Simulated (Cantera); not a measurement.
Cantera with NASA thermochemical tables; ideal gases at 1 bar, condensed phases pure. Values are per mole of reaction as written; species without (g) are pure solids or liquids, kept so even where they would boil at 1 bar.

Q: Between 723 and 1723 K, where is each reaction favourable under standard conditions?
- 4 Cr + 6 NO(g) → 2 Cr2O3 + 3 N2(g)

A: 
- 4 Cr + 6 NO(g) → 2 Cr2O3 + 3 N2(g): ΔG° is -2375 kJ at 723 K and -1792 kJ at 1723 K; it stays negative (K > 1). ΔH° is -2796 kJ and ΔS° -583 J/K at 1723 K.
